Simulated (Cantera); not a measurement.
Charge: 1 mol SiH4, 0.19 mol O3, 1.4 mol N2, held at 850 °C and 30.0 Pa.

Method: chemical equilibrium by Gibbs-energy minimisation in Cantera with the NASA 1993 tables (ideal gas, pure condensed phases). Candidate condensed phases: H2O, Si, SiO2, Si2N2O, Si3N4; 35 gas species. N2 is the only nitrogen source here; it is nearly inert below about 1500 K, so the nitride shown seldom forms there in practice. Mutual solubility and eutectic melting of coexisting phases are not modelled. Rates play no part.

Base state: H2 0.684, N2 0.316 (mole fractions); condensed: SiO2(β-quartz) + Si2N2O(s).

Q: What changes in the equilibrium state with this change: O3 from 0.19 to 2 mol?

A: 
| species | before | after |
|---|---|---|
| H2O | 8.08e-6 | 0.455 |
| N2 | 0.316 | 0.318 |
| O2 | <1e-9 | 0.227 |
| H2 | 0.684 | 1.27e-7 |
| NO | <1e-9 | 6.90e-5 |
| OH | <1e-9 | 1.62e-5 |
| SiO2(β-quartz), mol | 0.0467 | 1.00 |
| Si2N2O(s), mol | 0.477 | 0 |
